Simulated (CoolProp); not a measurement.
Saturation properties of methanol.

Values from CoolProp's reference Helmholtz-energy equation of state, de Reuck 1993.

```
T (°C)  p (MPa)  liquid cp (kJ/(kg K))  vapour viscosity (µPa s)  liquid conductivity (mW/(m K))
------  -------  ---------------------  ------------------------  ------------------------------
95.55    0.3069                  3.121                      11.7                             187
102.15   0.3783                  3.192                      11.9                             185
108.65   0.4613                  3.266                      12.0                             184
115.25   0.5599                  3.344                      12.2                             183
121.75   0.6729                  3.425                      12.4                             181
128.35   0.8056                  3.511                      12.5                             180
134.85   0.9559                  3.602                      12.7                             179
141.45    1.131                  3.701                      12.9                             178
147.95    1.326                  3.805                      13.0                             177
154.55    1.552                  3.919                      13.2                             175
```

It boils at 64.5 °C under 1 atm.

Viscosity comes from a separate model (Xiang 2006). Thermal conductivity comes from a separate model (Sykioti 2013).
